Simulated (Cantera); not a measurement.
Feed: 1 mol MgCO3, 0.013 mol C, 0.024 mol H2O, at 1125 K and 8.30 bar.

Cantera equilibrium calculation (NASA polynomials, part measured and part estimated; ideal gas, pure solids and liquids). Candidate condensed phases: C, C6H6, C7H8, C8H18, H2O, Mg, MgCO3, MgO, Mg(OH)2; 116 gas species. Kinetics and transport are ignored.

Base state: CO2 0.952, CO 0.0245, H2O 0.0226, H2 0.000530 (mole fractions); condensed: MgO(s).

Problem. What changes in the equilibrium state with this change: MgCO3 replaced by CaCO3?

Solution. 
```json
[
 {"species": "H2", "before": "0.000530", "after": "0.431"},
 {"species": "CO", "before": "0.0245", "after": "0.241"},
 {"species": "H2O", "before": "0.0226", "after": "0.209"},
 {"species": "CO2", "before": "0.952", "after": "0.107"},
 {"species": "CH4", "before": "<1e-9", "after": "0.0118"},
 {"species": "MgO(s), mol", "before": "1.00", "after": "0"},
 {"species": "CaCO3(calcite), mol", "before": "0", "after": "1.00"}
]
```
Further candidate phases: Ca, CaCO3, CaO, Ca(OH)2.

Problem. What changes in the equilibrium state with this change: MgCO3 replaced by Mg(OH)2?

Solution. 
| species | before | after |
|---|---|---|
| H2O | 0.0226 | 0.963 |
| H2 | 0.000530 | 0.0247 |
| CO2 | 0.952 | 0.0122 |
| CO | 0.0245 | 0.000344 |
| MgO(s), mol | 1.00 | 1.00 |

Problem. What changes in the equilibrium state with this change: H2O from 0.024 to 1.4 mol?

Solution. 
```tsv
species	before	after
H2O	0.0226	0.574
CO2	0.952	0.415
H2	0.000530	0.00600
CO	0.0245	0.00477
MgO(s), mol	1.00	1.00
```
